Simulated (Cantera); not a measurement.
Input (Python, Cantera) and output of one run.

```python
import numpy as np
import cantera as ct

gas_names = """
    AL ALCL ALCL2 ALCL3 ALH ALN AL2 AL2CL6 CL CL2 H HCL H2 N NH NH2 NH3 N2 N2H2 N2H4
""".split()
cond_names = """
    AL(cr) AL(L) ALCL3(s) ALCL3(L) ALN(s) NH4CL(a) NH4CL(b)
""".split()


# ... load() reads the species with a 1 bar reference pressure and builds the phases ...
atoms = {
    'AlN': {'AL': 1, 'N': 1},
    'HCl': {'H': 1, 'CL': 1},
    'N2': {'N': 2},
}
top_T = {'ALN(s)': 2750}  # K; cautious upper limits of use, not melting points


# ... equilibrate(T, P, feed) seeds the gas with the atoms and calls Mixture.equilibrate('TP', solver="vcs", rtol=1e-11, max_steps=5000) ...
results = []
feed = {'AlN': 1, 'HCl': 0.036, 'N2': 0.042}  # mol
P = 16000  # Pa
for T in [750, 825, 900, 975, 1050, 1125, 1200, 1275, 1350, 1425, 1500, 1575, 1650]:
    mix = equilibrate(T, P, feed)
    results.append((T, P, feed, dict(zip(mix.species_names, mix.species_moles))))

top = {s: max(r[3][s] / sum(r[3][g] for g in gas_names) for r in results) for s in gas_names}
cols = sorted((s for s in top if top[s] > 1e-05), key=lambda s: -top[s])[:7]
seen = [c for c in cond_names if any(r[3].get(c, 0) > 1e-12 for r in results)]
print("log10 of partial pressures in bar; condensed amounts in mol")
print(f"{'T/K':>10s}" + "".join(f"{s[:9]:>10s}" for s in cols + seen))
for T, P, feed, n in results:
    ng = sum(n[g] for g in gas_names)
    print(f"{T:10.4g}" + "".join(f"{np.log10(max(n[s] / ng * P / 1e5, 1e-99)):10.3f}" for s in cols)
          + "".join(f"{n.get(c, 0):10.4g}" for c in seen))
```

Output:

```
log10 of partial pressures in bar; condensed amounts in mol
       T/K        N2        H2     ALCL3       HCL     ALCL2    AL2CL6      ALCL    ALN(s)
       750    -1.012    -1.529    -1.828    -1.801   -10.634    -2.615   -16.030    0.9905
       825    -1.017    -1.534    -1.740    -1.805    -9.228    -3.190   -13.771    0.9905
       900    -1.018    -1.532    -1.715    -1.820    -8.092    -3.760   -11.909    0.9905
       975    -1.017    -1.528    -1.706    -1.837    -7.141    -4.261   -10.342    0.9904
      1050    -1.017    -1.524    -1.701    -1.852    -6.330    -4.690    -9.003    0.9903
      1125    -1.017    -1.521    -1.698    -1.865    -5.630    -5.060    -7.845    0.9902
      1200    -1.017    -1.519    -1.695    -1.876    -5.020    -5.381    -6.835    0.9902
      1275    -1.016    -1.517    -1.693    -1.887    -4.483    -5.662    -5.946    0.9901
      1350    -1.016    -1.515    -1.693    -1.896    -4.007    -5.910    -5.158      0.99
      1425    -1.016    -1.513    -1.694    -1.905    -3.584    -6.134    -4.455      0.99
      1500    -1.016    -1.513    -1.699    -1.914    -3.207    -6.340    -3.825    0.9898
      1575    -1.017    -1.513    -1.712    -1.926    -2.873    -6.544    -3.260    0.9895
      1650    -1.019    -1.515    -1.744    -1.945    -2.584    -6.766    -2.753    0.9889
```

Cantera equilibrium calculation (NASA polynomials, part measured and part estimated; ideal gas, pure solids and liquids). The tables' values for AlCl2 are old estimates; treat these amounts as uncertain.
